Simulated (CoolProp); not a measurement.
A Linde-Hampson liquefier for ethylene: isothermal reversible compression at 300 K from 1 atm to 5 MPa, throttling to 1 atm, return gas leaving the recuperator 5 K below the feed. Each further row changes one setting.

Computed with CoolProp (reference Helmholtz-energy equation of state, Smukala 2000).

| case | liquid yield per pass | compression work (kJ/kg of gas) |
|---|---|---|
| as stated | ? | 320 |
| high pressure 10 MPa | ? | ? |
| warm-end temperature 330 K | ? | 361 |
| warm-end gap 10 K | ? | 320 |

Question: What belongs in the gaps?

Answer: 
- as stated, liquid yield per pass: 0.152
- high pressure 10 MPa, liquid yield per pass: 0.427
- high pressure 10 MPa, compression work (kJ/kg of gas): 346
- warm-end temperature 330 K, liquid yield per pass: 0.097
- warm-end gap 10 K, liquid yield per pass: 0.142
